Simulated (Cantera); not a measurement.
Gas mixture: 6.04 % CO2, 31.6 % CH4, 62.3 % C2H6, at 100000 Pa, frozen composition.

Cantera's kinetic-theory transport with the Lennard-Jones parameters of GRI-Mech 3.0, ideal gas; thermal conductivity in the mixture-averaged form. The composition is frozen, though it would react at the higher temperatures.

One state of this run: ρ (kg/m³) = 0.375; cp (J/kg/K) = 3544; μ (µPa s) = 24.4; λ (mW/m/K) = 117; Pr = 0.741; D (cm²/s) CH3 = 1.15; D (cm²/s) CO2 = 0.836; D (cm²/s) C2H2 = 0.875. D: mixture-averaged diffusion coefficient of that species in the mixture.

Question: Which value of T (K) does it belong to?
A. 850
B. 1300
C. 1000
D. 550

Answer: A, 850
